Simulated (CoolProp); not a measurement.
A simple Rankine cycle with ammonia: condensing at 297.15 K, boiler at 3.88 MPa, turbine inlet 365.2 K, turbine efficiency 0.6, pump efficiency 0.7, no recuperator. Each further row changes one setting.

Model: reference Helmholtz-energy equation of state, Gao 2020, in CoolProp.

| case | thermal efficiency (%) | net work (kJ/kg) | heat in (kJ/kg) | turbine exit temperature (K) | volume ratio over the turbine |
|---|---|---|---|---|---|
| as stated | 7.9 | (withheld) | 1230 | 297.1 | (withheld) |
| turbine inlet 385.2 K | 8.2 | 107 | (withheld) | (withheld) | (withheld) |
| condensing temperature 289.15 K | 9.1 | 115 | 1260 | 289.1 | 4.53 |
| boiler pressure 2.72 MPa | 6.3 | (withheld) | (withheld) | 307.7 | 2.49 |
| turbine efficiency 0.5 | 6.5 | 80.0 | 1230 | 297.1 | 3.62 |

Problem. Some entries are withheld; supply them.

Solution. 
- as stated, net work (kJ/kg): 97.4
- as stated, volume ratio over the turbine: 3.57
- turbine inlet 385.2 K, heat in (kJ/kg): 1300
- turbine inlet 385.2 K, turbine exit temperature (K): 304.9
- turbine inlet 385.2 K, volume ratio over the turbine: 3.43
- boiler pressure 2.72 MPa, net work (kJ/kg): 80.8
- boiler pressure 2.72 MPa, heat in (kJ/kg): 1280

The expansion ends wet for: as stated; condensing temperature 289.15 K; turbine efficiency 0.5.
